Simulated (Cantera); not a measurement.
Feed: 1 mol Cu, 4.5 mol HF, 2.6 mol H2, 3.1 mol F2, at 1.20 Pa.

Cantera equilibrium calculation (NASA polynomials, part measured and part estimated; ideal gas, pure solids and liquids). Candidate condensed phases: Cu, CuF2; 15 gas species. Equilibrium is a limit: real reactors are often held back by kinetics, nucleation or transport.

### Question
At 773 K, list the 3 most abundant gas species with their mole fractions, and the condensed phases.

### Answer
HF 1.000, CuF 0.000176, CuF2 0.000115. Condensed: Cu(s) + CuF2(s).
